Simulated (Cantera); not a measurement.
Standard-state values (1 bar) from the NASA 1993 polynomials, evaluated with Cantera. Values are per mole of reaction as written; species without (g) are pure solids or liquids, kept so even where they would boil at 1 bar.

Cl(g) + Na ⇌ NaCl, with ΔH° = -532.4 kJ and ΔS° = -144.4 J/K at 300 K.

Q: How far is the shortcut ΔG° ≈ ΔH°(300 K) − T·ΔS°(300 K) from the full temperature-dependent value at 473, 573, 673, 773, 873, 973, 1073, 1173, 1273 K?

A: 
```csv
T (K),shortcut (kJ),full (kJ),difference (kJ),difference in log10 K,condensed phases
473,-464.1,-463.4,-0.7,0.08,"Na(l), NaCl(s)"
573,-449.7,-448.2,-1.5,0.13,"Na(l), NaCl(s)"
673,-435.3,-433.1,-2.2,0.17,"Na(l), NaCl(s)"
773,-420.8,-418.0,-2.8,0.19,"Na(l), NaCl(s)"
873,-406.4,-403.1,-3.3,0.20,"Na(l), NaCl(s)"
973,-392.0,-388.2,-3.8,0.20,"Na(l), NaCl(s)"
1073,-377.5,-373.5,-4.1,0.20,"Na(l), NaCl(s)"
1173,-363.1,-361.5,-1.6,0.07,"Na(l), NaCl(l)"
1273,-348.7,-349.7,1.0,-0.04,"Na(l), NaCl(l)"
```
The shortcut ignores heat capacities and the phase changes listed.
